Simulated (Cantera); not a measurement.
## Thermodynamics of oxide etching and cleaning by halides, feed CaO + F₂ + O₂

Charge: 1 mol CaO, 18 mol F₂, 19 mol O₂, equilibrated at 0.133 bar.

Method: chemical equilibrium by Gibbs-energy minimisation in Cantera with the NASA 1993 tables (ideal gas, pure condensed phases). Candidate condensed phases: Ca, CaF₂, CaO; 13 gas species. The numbers say what is thermodynamically allowed, not how fast it happens.

```json
[
 {"T (K)": "923", "x F": "0.0754", "x O₂": "0.514", "x F₂": "0.410", "x FO₂": "8.18e-5", "x FO": "1.54e-6", "x CaF₂": "<1e-12", "x O": "2.45e-11", "n CaF₂(s)": "1.00"},
 {"T (K)": "973", "x F": "0.125", "x O₂": "0.501", "x F₂": "0.374", "x FO₂": "8.32e-5", "x FO": "3.01e-6", "x CaF₂": "<1e-12", "x O": "1.31e-10", "n CaF₂(s)": "1.00"},
 {"T (K)": "1023", "x F": "0.192", "x O₂": "0.483", "x F₂": "0.325", "x FO₂": "8.11e-5", "x FO": "5.33e-6", "x CaF₂": "2.99e-12", "x O": "5.93e-10", "n CaF₂(s)": "1.00"},
 {"T (K)": "1073", "x F": "0.272", "x O₂": "0.461", "x F₂": "0.266", "x FO₂": "7.55e-5", "x FO": "8.58e-6", "x CaF₂": "3.03e-11", "x O": "2.31e-9", "n CaF₂(s)": "1.00"},
 {"T (K)": "1123", "x F": "0.359", "x O₂": "0.438", "x F₂": "0.203", "x FO₂": "6.70e-5", "x FO": "1.26e-5", "x CaF₂": "2.48e-10", "x O": "7.97e-9", "n CaF₂(s)": "1.00"},
 {"T (K)": "1173", "x F": "0.440", "x O₂": "0.417", "x F₂": "0.143", "x FO₂": "5.70e-5", "x FO": "1.70e-5", "x CaF₂": "1.68e-9", "x O": "2.47e-8", "n CaF₂(s)": "1.00"},
 {"T (K)": "1223", "x F": "0.506", "x O₂": "0.399", "x F₂": "0.0946", "x FO₂": "4.70e-5", "x FO": "2.14e-5", "x CaF₂": "9.65e-9", "x O": "6.99e-8", "n CaF₂(s)": "1.00"},
 {"T (K)": "1273", "x F": "0.554", "x O₂": "0.386", "x F₂": "0.0596", "x FO₂": "3.81e-5", "x FO": "2.55e-5", "x CaF₂": "4.80e-8", "x O": "1.83e-7", "n CaF₂(s)": "1.000"},
 {"T (K)": "1323", "x F": "0.585", "x O₂": "0.378", "x F₂": "0.0367", "x FO₂": "3.07e-5", "x FO": "2.93e-5", "x CaF₂": "2.10e-7", "x O": "4.48e-7", "n CaF₂(s)": "1.000"},
 {"T (K)": "1373", "x F": "0.605", "x O₂": "0.373", "x F₂": "0.0226", "x FO₂": "2.49e-5", "x FO": "3.28e-5", "x CaF₂": "8.19e-7", "x O": "1.03e-6", "n CaF₂(s)": "1.000"},
 {"T (K)": "1423", "x F": "0.616", "x O₂": "0.370", "x F₂": "0.0141", "x FO₂": "2.03e-5", "x FO": "3.61e-5", "x CaF₂": "2.88e-6", "x O": "2.24e-6", "n CaF₂(s)": "1.000"},
 {"T (K)": "1473", "x F": "0.623", "x O₂": "0.368", "x F₂": "0.00891", "x FO₂": "1.68e-5", "x FO": "3.92e-5", "x CaF₂": "9.11e-6", "x O": "4.63e-6", "n CaF₂(s)": "1.000"}
]
```
x: gas mole fraction; n: condensed amount in mol.

From 923 K to 1473 K the condensed part is CaF₂(s).
